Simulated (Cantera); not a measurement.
Ta2O5 + CO (carbothermic reduction)

Input: 1 mol Ta2O5, 1 mol CO, equilibrated at 27.0 mbar.

Cantera equilibrium calculation (NASA polynomials, part measured and part estimated; ideal gas, pure solids and liquids). Candidate condensed phases: C, Ta, TaC, Ta2O5; 15 gas species. Mutual solubility and eutectic melting of coexisting phases are not modelled. TaC: taken at fixed stoichiometry. Condensed phases not in the tables: Ta2C. Rates play no part.

From 1300 K to 2050 K the condensed part is TaC(s) + Ta2O5(s). From 2200 K to 2350 K the condensed part is Ta2O5(l).

```csv
T (K),log p CO,log p TaO2,log p CO2,log p TaO,log p O,log p O2,n TaC(s),n Ta2O5(s),n Ta2O5(l)
1300,-1.57,<-13,-4.69,<-13,<-13,<-13,0.000216,1.000,0
1450,-1.57,-12.52,-4.70,<-13,<-13,<-13,0.000212,1.000,0
1600,-1.57,-10.32,-4.70,-12.04,-12.67,<-13,0.000210,1.000,0
1750,-1.57,-8.50,-4.71,-9.91,-11.18,<-13,0.000208,1.000,0
1900,-1.57,-6.99,-4.71,-8.12,-9.93,-12.80,0.000206,1.000,0
2050,-1.57,-5.70,-4.71,-6.60,-8.86,-11.69,0.000191,1.000,0
2200,-1.57,-4.69,-4.73,-5.37,-7.95,-10.76,0,0,1.000
2350,-1.57,-4.07,-4.26,-5.05,-6.67,-8.97,0,0,0.998
```
log p: log10 of the partial pressure in bar; n: condensed amount in mol.
